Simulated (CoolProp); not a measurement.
Octamethylcyclotetrasiloxane (D4) at several states: Z from the reference equation and from simpler models built on Tc = 586.5 K, pc = 1347 kPa, ω = 0.598; each cubic takes its own stable root.

Values from CoolProp's reference Helmholtz-energy equation of state, Thol 2015.

| T (K) | p (kPa) | phase | reference | van der Waals | Soave-Redlich-Kwong | Peng-Robinson |
|---|---|---|---|---|---|---|
| 435.1 | 18.5 | gas | 0.9852 | 0.9917 | 0.9864 | 0.9858 |
| 410.7 | 3820 | liquid | 0.4002 | ___ | 0.4359 | 0.3874 |
| 322.4 | 606 | liquid | ___ | 0.1275 | 0.08147 | 0.07251 |
| 400.7 | 1700 | liquid | ___ | 0.3074 | ___ | 0.1765 |

Q: Fill in the missing entries.

A: 
- 410.7, van der Waals: 0.6562
- 322.4, reference: 0.07258
- 400.7, reference: 0.1814
- 400.7, Soave-Redlich-Kwong: 0.1989
